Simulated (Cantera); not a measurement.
Stirred combustor or abatement burner

A perfectly stirred reactor is fed with CH₄ : O₂ : N₂ = 1 : 1.67 : 6.27 (molar parts), equivalence ratio 1.2, at 0.440 bar; it is adiabatic with a 550 K inlet, and is followed from long to short residence time, starting on the burning branch (τ in s: 0.05, 0.023, 0.01, 0.0047, 0.0021, 0.00096, 0.00043, 0.0002, 8.9e-05, 4e-05, 1.8e-05, 8.2e-06, 3.7e-06).

Computed with Cantera and GRI-Mech 3.0 (53 species, 325 reactions).

| τ (s) | T (K) | x CH₄ | x O₂ | x C₂H₂ | x OH | x H₂ | x HCO | x CH₂O |
|---|---|---|---|---|---|---|---|---|
| 0.050 | 2245 | 9.93e-6 | 0.00149 | 1.35e-8 | 0.00437 | 0.0270 | 1.54e-7 | 1.24e-6 |
| 0.023 | 2221 | 1.64e-5 | 0.00217 | 2.60e-8 | 0.00519 | 0.0276 | 3.04e-7 | 2.07e-6 |
| 0.010 | 2188 | 2.89e-5 | 0.00320 | 5.30e-8 | 0.00615 | 0.0286 | 6.36e-7 | 3.58e-6 |
| 0.0047 | 2151 | 5.01e-5 | 0.00439 | 1.09e-7 | 0.00696 | 0.0296 | 1.25e-6 | 6.02e-6 |
| 0.0021 | 2107 | 9.55e-5 | 0.00590 | 2.69e-7 | 0.00764 | 0.0307 | 2.61e-6 | 1.10e-5 |
| 0.00096 | 2065 | 0.000191 | 0.00768 | 7.71e-7 | 0.00799 | 0.0317 | 5.42e-6 | 2.09e-5 |
| 0.00043 | 2022 | 0.000421 | 0.0103 | 2.80e-6 | 0.00788 | 0.0325 | 1.18e-5 | 4.40e-5 |
| 0.00020 | 1971 | 0.00103 | 0.0152 | 1.24e-5 | 0.00698 | 0.0335 | 2.60e-5 | 0.000101 |
| 8.9e-5 | 550 | 0.112 | 0.187 | <1e-12 | <1e-12 | <1e-12 | <1e-12 | <1e-12 |
| 4.0e-5 | 550 | 0.112 | 0.187 | <1e-12 | <1e-12 | <1e-12 | <1e-12 | <1e-12 |
| 1.8e-5 | 550 | 0.112 | 0.187 | <1e-12 | <1e-12 | <1e-12 | <1e-12 | <1e-12 |
| 8.2e-6 | 550 | 0.112 | 0.187 | <1e-12 | <1e-12 | <1e-12 | <1e-12 | <1e-12 |
| 3.7e-6 | 550 | 0.112 | 0.187 | <1e-12 | <1e-12 | <1e-12 | <1e-12 | <1e-12 |
x: mole fraction; the columns are a selection and need not sum to one.
